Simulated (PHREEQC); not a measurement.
Solution (91 °C): 0.035 mol/kgw CuSO4, 0.00047 mol/kgw HCl and 0.021 mol/kgw H3BO3. Closed to the air; pH follows from the charge balance.

All values are PHREEQC results (ion-association model, wateq4f.dat), not measurements.

This is a speciation only: nothing precipitates in the calculation.

Q: Order these S species by the share of S that they hold, largest first: HSO4-, CuSO4, SO4-2.

A: SO4-2 (55 %), CuSO4 (43 %), HSO4- (1.6 %)

The pH is 3.94 and the ionic strength 0.0789 mol/kgw. The solution is supersaturated, for example in Tenorite (slow to form), so a real one may precipitate; this is no full list. Species that the database lacks are ignored. Constants without temperature data keep their 25 °C values here.
